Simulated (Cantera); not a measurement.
# borazine + NH₃ + N₂ + H₂ (boron, boron nitride and boron oxide)

Charge: 1 mol borazine, 6.7 mol NH₃, 1.9 mol N₂, 38 mol H₂.

These are equilibrium values from Cantera (NASA tables, ideal gas, pure condensed phases), not measurements of a reactor. Candidate condensed phases: B, BN; 15 gas species. The feed counts by its element totals alone. Mutual solubility and eutectic melting of coexisting phases are not modelled. Kinetics and transport are ignored.

Stable condensed phases:

```
T in °C \ P in Pa
             10     25     63    160    400   1000   2500   6300  16000  40000 100000
   1775       A      A      A      A      B      B      B      B      B      B      B
   1675       A      A      B      B      B      B      B      B      B      B      B
   1575       C      B      B      B      B      B      B      B      B      B      B
   1475       B      B      B      B      B      B      B      B      B      B      B
   1375       B      B      B      B      B      B      B      B      B      B      B
   1275       B      B      B      B      B      B      B      B      B      B      B
   1175       B      B      B      B      B      B      B      B      B      B      B
   1075       B      B      B      B      B      B      B      B      B      B      B
    975       B      B      B      B      B      B      B      B      B      B      B
    875       B      B      B      B      B      B      B      B      B      B      B
    775       B      B      B      B      B      B      B      B      B      B      B
    675       B      B      B      B      B      B      B      B      B      B      B
    575       B      B      B      B      B      B      B      B      B      B      B
```

A: B; B: BN; C: B + BN.
